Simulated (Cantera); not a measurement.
An isothermal plug-flow reactor at 898 K and 0.464 atm (inlet), inlet velocity 2.7 m/s, active area per volume 1300 1/m; feed CH4 : O2 : N2 : H2O = 0.0045 : 0.017 : 0.79 : 0.085 (molar parts).

Computed with Cantera and Deutschmann's 1995 Pt surface mechanism with GRI-Mech 3.0 gas chemistry. Catalytic surfaces can have several steady states; this one follows from the mechanism file's or the stated starting coverage. Mass transfer to the wall is taken as infinitely fast.

Predict: x(CH4) at z = 0.046 m; x(O2) at z = 0.046 m; x(H2O) at z = 0.046 m; x(CO2) at z = 0.046 m; x(CO) at z = 0.046 m; θ(free Pt) at the exit; θ(O*) at the exit; θ(OH*) at the exit.


```
Property                  Result
----------------------  --------
x(CH4) at z = 0.046 m   0.000814
x(O2) at z = 0.046 m      0.0106
x(H2O) at z = 0.046 m      0.103
x(CO2) at z = 0.046 m    0.00420
x(CO) at z = 0.046 m     3.39e-7
θ(free Pt) at the exit     0.228
θ(O*) at the exit          0.766
θ(OH*) at the exit       0.00616
```
